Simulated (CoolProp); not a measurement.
A single-stage vapour-compression cycle with R1224YDZ: evaporating at 255.15 K (dew point), condensing at 320.15 K (bubble point), superheat 10 K, subcooling 2 K, compressor efficiency 0.6, no pressure losses. Each further row changes one setting.

The numbers come from the reference Helmholtz-energy equation of state, Akasaka 2023 in CoolProp.

```csv
case,cooling COP,pressure ratio,discharge temperature (K),refrigerating effect (kJ/kg),volumetric capacity (kJ/m³)
as stated,1.79,12.9,356.5,120,193
evaporating temperature 260.15 K,2.03,10.1,353.1,124,251
condensing temperature 315.15 K,2.00,11.1,351.0,126,202
subcooling 7 K,1.88,12.9,356.5,126,202
superheat 20 K,1.82,12.9,367.5,128,196
compressor efficiency 0.5,1.49,12.9,371.3,120,193
```
